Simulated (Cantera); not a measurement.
# NO annealing gas

An isothermal, constant-pressure homogeneous reactor starts with 80.6 % NO, 19.4 % N2, at 1675 K and 1.01 bar.

Model: GRI-Mech 3.0 (53 species, 325 reactions), integrated in Cantera.

```json
[
 {"t (s)": "6.00e-6", "x NO": "0.806", "x O": "1.91e-7", "x N2": "0.194", "x O2": "1.24e-10", "x NO2": "8.33e-8", "x N2O": "2.74e-7"},
 {"t (s)": "2.94e-5", "x NO": "0.806", "x O": "3.53e-7", "x N2": "0.194", "x O2": "1.61e-9", "x NO2": "9.96e-7", "x N2O": "1.34e-6"},
 {"t (s)": "0.000144", "x NO": "0.806", "x O": "3.98e-7", "x N2": "0.194", "x O2": "1.48e-8", "x NO2": "6.27e-6", "x N2O": "6.51e-6"},
 {"t (s)": "0.000707", "x NO": "0.806", "x O": "5.84e-7", "x N2": "0.194", "x O2": "2.43e-7", "x NO2": "3.34e-5", "x N2O": "3.04e-5"},
 {"t (s)": "0.00346", "x NO": "0.806", "x O": "1.48e-6", "x N2": "0.194", "x O2": "1.09e-5", "x NO2": "0.000177", "x N2O": "0.000118"},
 {"t (s)": "0.0170", "x NO": "0.805", "x O": "3.10e-6", "x N2": "0.194", "x O2": "0.000425", "x NO2": "0.000470", "x N2O": "0.000240"},
 {"t (s)": "0.0832", "x NO": "0.799", "x O": "3.70e-6", "x N2": "0.197", "x O2": "0.00340", "x NO2": "0.000570", "x N2O": "0.000247"},
 {"t (s)": "0.408", "x NO": "0.770", "x O": "5.51e-6", "x N2": "0.211", "x O2": "0.0175", "x NO2": "0.000851", "x N2O": "0.000228"},
 {"t (s)": "2.00", "x NO": "0.654", "x O": "9.87e-6", "x N2": "0.270", "x O2": "0.0753", "x NO2": "0.00134", "x N2O": "0.000162"}
]
```
x: mole fraction; the columns are a selection and need not sum to one.

Equilibrium at this temperature and pressure: NO 0.00318, O 2.16e-5, N2 0.595, O2 0.402, NO2 1.47e-5, N2O 1.63e-7 (gas phase only).
